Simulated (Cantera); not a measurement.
What does this Cantera script print?

```python
import numpy as np
import cantera as ct

gas = ct.Solution("gri30.yaml")


def delay(T, t_max=10):
    gas.TPX = T, 101325, {'CH4': 1, 'O2': 2.38, 'N2': 15.2}
    reactor = ct.IdealGasConstPressureReactor(gas, clone=False)
    net = ct.ReactorNet([reactor])
    net.rtol, net.atol = 1e-8, 1e-16
    while net.time < t_max:
        t_old, T_old = net.time, reactor.T
        net.step()
        if reactor.T > T + 400:  # ignition: a rise of 400 K
            return t_old + (T + 400 - T_old) / (reactor.T - T_old) * (net.time - t_old)
    return np.nan


taus = []
for T in [1200, 1250, 1300, 1350, 1400, 1450, 1500]:
    taus.append(delay(T))
    print(f"T0 = {T:6g} K   tau = {taus[-1]:.4e} s")
```

It prints:

```
T0 =   1200 K   tau = 6.9022e-02 s
T0 =   1250 K   tau = 3.4344e-02 s
T0 =   1300 K   tau = 1.7646e-02 s
T0 =   1350 K   tau = 9.3482e-03 s
T0 =   1400 K   tau = 5.1097e-03 s
T0 =   1450 K   tau = 2.8895e-03 s
T0 =   1500 K   tau = 1.6963e-03 s
```

Model: GRI-Mech 3.0 (53 species, 325 reactions), integrated in Cantera.
